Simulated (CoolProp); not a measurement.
R125 at several states: fugacity coefficient from the reference equation and from simpler models built on Tc = 66.0 °C, pc = 3618 kPa, ω = 0.305; each cubic takes its own stable root.

Values from CoolProp's reference Helmholtz-energy equation of state, Lemmon 2005.

| T (°C) | p (kPa) | phase | reference | van der Waals | Redlich-Kwong | Soave-Redlich-Kwong | Peng-Robinson |
|---|---|---|---|---|---|---|---|
| 80.35 | 771 | gas | 0.9375 | 0.9431 | … | 0.9380 | 0.9307 |
| 100.95 | 629 | gas | … | 0.9596 | 0.9560 | 0.9587 | … |
| 146.75 | 30.9 | gas | 0.9986 | 0.9985 | 0.9985 | 0.9987 | 0.9984 |

Q: Some entries are withheld; supply them.

A: 
- 80.35, Redlich-Kwong: 0.9364
- 100.95, reference: 0.9582
- 100.95, Peng-Robinson: 0.9530
